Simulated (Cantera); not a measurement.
Feed: 1 mol Si₃N₄, 0.34 mol Si, 7.4 mol N₂, 0.0035 mol C, equilibrated at 1500 °C and 50.0 Pa.

Cantera equilibrium calculation (NASA polynomials, part measured and part estimated; ideal gas, pure solids and liquids). Candidate condensed phases: C, Si, SiC, Si₃N₄; 20 gas species. Mutual solubility and eutectic melting of coexisting phases are not modelled. The tables' values for SiN are old estimates; treat these amounts as uncertain. Kinetics and transport are ignored.

Base state: N₂ 0.996, Si 0.00426, Si₂N 7.56e-5, SiN 4.56e-5, Si₂C 3.91e-5, Si₂ 2.37e-5 (mole fractions); condensed: Si(l) + SiC(s).

What changes in the equilibrium state with this change: pressure from 50.0 Pa to 7.40 Pa?


```tsv
species	before	after
N₂	0.996	0.970
Si	0.00426	0.0288
Si₂C	3.91e-5	0.000264
Si₃	5.72e-6	3.87e-5
Si₂	2.37e-5	0.000160
SiN	4.56e-5	0.000117
Si₂N	7.56e-5	0.000194
Si(l), mol	3.29	3.05
SiC(s), mol	0.00313	0.000937
```
